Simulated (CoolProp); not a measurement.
Vapour-liquid equilibrium of R227EA (1) + isobutene (2) at 239.9 K; x and y are mole fractions of (1).

Model: multi-fluid Helmholtz-energy mixture model, Lemmon 2016 and Lemmon 2005; pair parameters Bell 2016, in CoolProp.

```tsv
x	bubble pressure (MPa)	y at the bubble point	dew pressure at overall composition x (MPa)	liquid density (mol/L)
0.05	0.03927	0.223	0.03325	11.52
0.15	(withheld)	0.407	(withheld)	11.22
0.25	0.05177	(withheld)	0.04036	10.93
0.35	0.05365	0.525	0.04491	10.67
0.45	0.05462	0.556	0.05007	10.43
0.55	0.05511	0.586	0.05448	10.20
0.65	0.05513	0.624	0.05487	10.00
0.75	0.05442	0.679	0.05281	9.817
0.85	0.05249	0.762	0.05007	9.647
0.95	0.04869	0.898	0.04724	9.491
```

Question: Fill in the missing entries.

Answer: 
- 0.15, bubble pressure (MPa): 0.04781
- 0.15, dew pressure at overall composition x (MPa): 0.03650
- 0.25, y at the bubble point: 0.483

y crosses x between x = 0.55 and 0.65: the model has an azeotrope there.

Pair parameters are fitted to limited data, so mixtures are less certain than the pure fluids.
